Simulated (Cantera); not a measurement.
Charge: 1 mol SiHCl3, 0.052 mol HCl, 8.6 mol N2, at 45.0 mbar.

These are equilibrium values from Cantera (NASA tables, ideal gas, pure condensed phases), not measurements of a reactor. Candidate condensed phases: NH4Cl, Si, Si3N4; 28 gas species. N2 is the only nitrogen source here; it is nearly inert below about 1500 K, so the nitride shown seldom forms there in practice. The tables' values for SiCl3 are old estimates; treat these amounts as uncertain. Rates play no part. All values below are at 1027 °C.

Base state: N2 0.845, HCl 0.0907, SiCl4 0.0513, H2 0.00802, SiCl3 0.00362, SiCl2 0.00152, SiHCl3 0.000207 (mole fractions); condensed: Si3N4(s).

### Question
What changes in the equilibrium state with this change: SiHCl3 replaced by Si3H8?

### Answer
```
species          before    after
-------------  --------  -------
N2                0.845    0.620
H2              0.00802    0.376
HCl              0.0907  0.00488
SiCl4            0.0513    <1e-9
SiCl2           0.00152  1.16e-7
SiCl3           0.00362  2.17e-9
SiHCl3         0.000207    <1e-9
Si3N4(s), mol     0.148     1.00
```
The feed counts by its element totals alone.

### Question
What changes in the equilibrium state with this change: pressure from 45.0 mbar to 1.60 bar?

### Answer
| species | before | after |
|---|---|---|
| N2 | 0.845 | 0.847 |
| HCl | 0.0907 | 0.0834 |
| SiCl4 | 0.0513 | 0.0560 |
| H2 | 0.00802 | 0.0118 |
| SiCl2 | 0.00152 | 8.09e-5 |
| SiCl3 | 0.00362 | 0.000874 |
| Si3N4(s), mol | 0.148 | 0.146 |
